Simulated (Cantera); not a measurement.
A perfectly stirred reactor is fed with H2 : O2 = 0.14 : 1 (molar parts), at 18.0 Torr; it is held at 1348 K, and followed from long to short residence time.

Computed with Cantera and the H2/O2 subset of GRI-Mech 3.0, which has no nitrogen chemistry. Radical loss at walls, strong at low pressure, is not modelled. The temperature is held fixed by assumption; the heat of reaction is taken as removed at once.

What does this change do: temperature 1348 to 1425 K?


```
quantity                  before     after
----------------------  --------  --------
x(H2) at τ = 2.00 s     0.000148  0.000155
x(O2) at τ = 2.00 s        0.867     0.866
x(H) at τ = 2.00 s       9.10e-5  0.000105
x(OH) at τ = 2.00 s      0.00180   0.00236
x(H2O2) at τ = 2.00 s    9.02e-8   6.00e-8
x(H2) at τ = 26.0 ms     0.00210   0.00216
x(O2) at τ = 26.0 ms       0.843     0.838
x(H) at τ = 26.0 ms      0.00547   0.00600
x(OH) at τ = 26.0 ms     0.00695   0.00884
x(H2O2) at τ = 26.0 ms   2.63e-7   1.88e-7
```

What does this change do: pressure from 18.0 Torr to 20.0 Torr?


| quantity | before | after |
|---|---|---|
| x(H2) at τ = 2.00 s | 0.000148 | 0.000134 |
| x(O2) at τ = 2.00 s | 0.867 | 0.867 |
| x(H) at τ = 2.00 s | 9.10e-5 | 7.38e-5 |
| x(OH) at τ = 2.00 s | 0.00180 | 0.00168 |
| x(H2O2) at τ = 2.00 s | 9.02e-8 | 9.31e-8 |
| x(H2) at τ = 26.0 ms | 0.00210 | 0.00192 |
| x(O2) at τ = 26.0 ms | 0.843 | 0.846 |
| x(H) at τ = 26.0 ms | 0.00547 | 0.00460 |
| x(OH) at τ = 26.0 ms | 0.00695 | 0.00658 |
| x(H2O2) at τ = 26.0 ms | 2.63e-7 | 2.84e-7 |
